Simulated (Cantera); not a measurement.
A Cantera script and its output.

```python
import numpy as np
import cantera as ct

gas = ct.Solution("gri30.yaml")
gas.TPX = 1350, 2400000, {'CH4': 1, 'O2': 1.33, 'N2': 5.01}
reactor = ct.IdealGasConstPressureReactor(gas, energy="on", clone=False)
net = ct.ReactorNet([reactor])
net.rtol, net.atol = 1e-08, 1e-16
show = ['CH4', 'O2', 'OH', 'N2O', 'C2H4', 'C2H2', 'NO']
times = np.geomspace(4e-06, 0.2, 15)

steps = ct.SolutionArray(gas, extra=["t"])
rows = []
print(f"{'t/s':>10s}{'T/K':>9s}{'P/Pa':>11s}" + "".join(f"{s:>11s}" for s in show))
for t in times:
    while net.time < t:
        t_next = net.step()
        steps.append(gas.state, t=t_next)
    rows.append([np.interp(t, steps.t, y) for y in (steps.T, steps.P, *steps(*show).X.T)])
    print(f"{t:10.3e}{rows[-1][0]:9.1f}{rows[-1][1]:11.4g}" + "".join(f"{x:11.3e}" for x in rows[-1][2:]))
rate = np.gradient(steps.T, steps.t)
print("integrator steps:", len(steps.t))
if steps.T.max() > steps.T[0] + 200:
    print(f"time of steepest temperature rise: {steps.t[rate.argmax()]:.4e} s")
gas.TPX = 1350, 2400000, {'CH4': 1, 'O2': 1.33, 'N2': 5.01}
gas.equilibrate("HP")
print(f"equilibrium (HP): T = {gas.T:.1f} K  " + "  ".join(f"{s} {gas[s].X[0]:.3e}" for s in show))
```

It prints:

```
       t/s      T/K       P/Pa        CH4         O2         OH        N2O       C2H4       C2H2         NO
 4.000e-06   1350.0    2.4e+06  1.362e-01  1.812e-01  2.696e-09  4.169e-12  2.139e-10  2.897e-16  2.385e-17
 8.664e-06   1350.0    2.4e+06  1.362e-01  1.812e-01  7.982e-09  1.743e-11  3.703e-09  1.353e-14  1.372e-16
 1.876e-05   1350.0    2.4e+06  1.362e-01  1.812e-01  2.141e-08  6.622e-11  7.242e-08  9.910e-13  9.406e-16
 4.064e-05   1350.3    2.4e+06  1.361e-01  1.811e-01  3.751e-08  2.176e-10  7.805e-07  4.639e-11  5.439e-15
 8.803e-05   1351.5    2.4e+06  1.358e-01  1.809e-01  5.902e-08  6.988e-10  4.212e-06  8.245e-10  2.244e-14
 1.907e-04   1357.0    2.4e+06  1.346e-01  1.801e-01  1.498e-07  2.777e-09  2.820e-05  1.614e-08  1.278e-13
 4.130e-04   1643.2    2.4e+06  8.900e-02  1.377e-01  2.656e-05  1.048e-07  4.051e-03  8.550e-05  5.582e-10
 8.944e-04   2724.8    2.4e+06  1.742e-10  5.948e-05  2.122e-03  1.177e-07  2.071e-16  3.340e-13  4.637e-04
 1.937e-03   2724.5    2.4e+06  1.748e-10  5.932e-05  2.119e-03  1.205e-07  2.078e-16  3.349e-13  4.950e-04
 4.196e-03   2724.5    2.4e+06  1.748e-10  5.932e-05  2.119e-03  1.205e-07  2.078e-16  3.349e-13  4.951e-04
 9.088e-03   2724.5    2.4e+06  1.748e-10  5.932e-05  2.119e-03  1.205e-07  2.078e-16  3.349e-13  4.951e-04
 1.968e-02   2724.5    2.4e+06  1.748e-10  5.932e-05  2.119e-03  1.205e-07  2.078e-16  3.349e-13  4.951e-04
 4.263e-02   2724.5    2.4e+06  1.748e-10  5.932e-05  2.119e-03  1.205e-07  2.078e-16  3.349e-13  4.951e-04
 9.234e-02   2724.5    2.4e+06  1.748e-10  5.932e-05  2.119e-03  1.205e-07  2.078e-16  3.349e-13  4.951e-04
 2.000e-01   2724.5    2.4e+06  1.748e-10  5.932e-05  2.119e-03  1.205e-07  2.078e-16  3.349e-13  4.951e-04
integrator steps: 2076
time of steepest temperature rise: 4.2070e-04 s
equilibrium (HP): T = 2724.5 K  CH4 1.963e-10  O2 5.932e-05  OH 2.119e-03  N2O 1.205e-07  C2H4 2.272e-16  C2H2 3.660e-13  NO 4.951e-04
```

Computed with Cantera and GRI-Mech 3.0 (53 species, 325 reactions). The pressure lies above the range GRI-Mech 3.0 was tuned for (to about 10 atm).
